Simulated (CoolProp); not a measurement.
A closed Brayton cycle with carbon dioxide: compressor inlet 309.15 K and 8.6 MPa, high pressure 17 MPa, turbine inlet 850 K, compressor efficiency 0.8, turbine efficiency 0.9, recuperator effectiveness 0.95 (on enthalpy, no pinch check). Each further row changes one setting.

The numbers come from the reference Helmholtz-energy equation of state, Span 1996 in CoolProp.

| case | thermal efficiency (%) | net work (kJ/kg) | compressor to turbine work | compressor exit (K) | turbine exit (K) |
|---|---|---|---|---|---|
| as stated | 33.1 | 78.3 | 0.17 | 332.0 | 766.1 |
| turbine inlet 800 K | 31.7 | 72.1 | 0.18 | 332.0 | 719.2 |
| compressor inlet 319.15 K | 34.2 | 64.9 | 0.31 | 370.2 | 766.1 |
| high pressure 14.4 MPa | 29.5 | 61.0 | 0.16 | 326.1 | 786.2 |
| recuperator effectiveness 0.5 | 16.5 | 78.3 | 0.17 | 332.0 | 766.1 |
